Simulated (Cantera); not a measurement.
A Cantera script and what it prints.

```python
import numpy as np
import cantera as ct

gas_names = """
    H HO2 H2 H2O H2O2 O OH O2 O3 Ta TaO TaO2
""".split()
cond_names = """
    H2O(s) H2O(L) Ta(cr) Ta(L) Ta2O5(s) Ta2O5(L)
""".split()


# ... load() reads the species with a 1 bar reference pressure and builds the phases ...
atoms = {
    'Ta2O5': {'Ta': 2, 'O': 5},
    'H2': {'H': 2},
}
top_T = {}  # K; cautious upper limits of use, not melting points


# ... equilibrate(T, P, feed) seeds the gas with the atoms and calls Mixture.equilibrate('TP', solver="vcs", rtol=1e-11, max_steps=5000) ...
results = []
feed = {'Ta2O5': 1, 'H2': 21}  # mol
P = 6900  # Pa
for T in [1425, 1475, 1525, 1575, 1625, 1675, 1725, 1775, 1825, 1875, 1925, 1975]:
    mix = equilibrate(T, P, feed)
    results.append((T, P, feed, dict(zip(mix.species_names, mix.species_moles))))

top = {s: max(r[3][s] / sum(r[3][g] for g in gas_names) for r in results) for s in gas_names}
cols = sorted((s for s in top if top[s] > 1e-06), key=lambda s: -top[s])[:9]
seen = [c for c in cond_names if any(r[3].get(c, 0) > 1e-12 for r in results)]
print("log10 of partial pressures in bar; condensed amounts in mol")
print(f"{'T/K':>10s}" + "".join(f"{s[:9]:>10s}" for s in cols + seen))
for T, P, feed, n in results:
    ng = sum(n[g] for g in gas_names)
    print(f"{T:10.4g}" + "".join(f"{np.log10(max(n[s] / ng * P / 1e5, 1e-99)):10.3f}" for s in cols)
          + "".join(f"{n.get(c, 0):10.4g}" for c in seen))
```

Result:

```
log10 of partial pressures in bar; condensed amounts in mol
       T/K        H2         H       H2O      TaO2       TaO    Ta(cr)  Ta2O5(s)
      1425    -1.161    -5.747    -5.465   -12.165   -12.816 0.0004172    0.9998
      1475    -1.161    -5.468    -5.277   -11.428   -12.090  0.000643    0.9997
      1525    -1.161    -5.207    -5.102   -10.741   -11.412 0.0009618    0.9995
      1575    -1.161    -4.962    -4.939   -10.098   -10.778    0.0014    0.9993
      1625    -1.161    -4.732    -4.787    -9.497   -10.184  0.001989     0.999
      1675    -1.161    -4.516    -4.644    -8.933    -9.627  0.002764    0.9986
      1725    -1.162    -4.312    -4.510    -8.403    -9.102  0.003763    0.9981
      1775    -1.162    -4.119    -4.384    -7.904    -8.608  0.005029    0.9975
      1825    -1.162    -3.937    -4.266    -7.433    -8.141  0.006606    0.9967
      1875    -1.163    -3.765    -4.154    -6.988    -7.700   0.00854    0.9957
      1925    -1.163    -3.601    -4.049    -6.568    -7.283   0.01088    0.9945
      1975    -1.164    -3.446    -3.950    -6.169    -6.887   0.01365    0.9931
```

Equilibrium computed with Cantera from the NASA thermochemical tables; the gas is ideal and each condensed phase is pure. Mutual solubility and eutectic melting of coexisting phases are not modelled. Condensed phases not in the tables: N, O or C dissolved in the metal.
